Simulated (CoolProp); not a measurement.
Model: reference Helmholtz-energy equation of state, Lemmon 2000, in CoolProp. It is a pseudo-pure fit of the blend.

Problem. For dry air, give the phase and the Joule-Thomson coefficient (K/MPa) at 280.95 °C and 1.48 bar; 414.95 °C and 4.63 bar.

Solution. 
- 280.95 °C and 1.48 bar: gas; Joule-Thomson coefficient 0.275
- 414.95 °C and 4.63 bar: gas; Joule-Thomson coefficient -0.106
